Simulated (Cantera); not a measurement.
Thermodynamics of boron, boron nitride and boron oxide, feed B + N2 + H2O

Charge: 1 mol B, 3.1 mol N2, 0.13 mol H2O, equilibrated at 1448.15 K and 0.645 Torr.

Method: chemical equilibrium by Gibbs-energy minimisation in Cantera with the NASA 1993 tables (ideal gas, pure condensed phases). Candidate condensed phases: B, BN, B2O3, B3O3H3, H2O; 39 gas species. N2 is the only nitrogen source here; it is nearly inert below about 1500 K, so the nitride shown seldom forms there in practice. Mutual solubility and eutectic melting of coexisting phases are not modelled. The numbers say what is thermodynamically allowed, not how fast it happens.

```yaml
x(N2): 0.942
x(H2): 0.0440
x(B2O3): 0.00839
x(HBO2): 0.00294
x(HBO): 0.00155
x(B2O2): 0.000468
x(H): 6.61e-5
x(BO): 6.54e-5
x(H2O): 3.27e-5
n(BN(s)): 0.914 mol
n(B2O3(l)): 0.0119 mol
gas_amount: 2.805 mol
log10 activity of B(s) (absent): -2.90
log10 activity of B3O3H3(s) (absent): -15.64
```
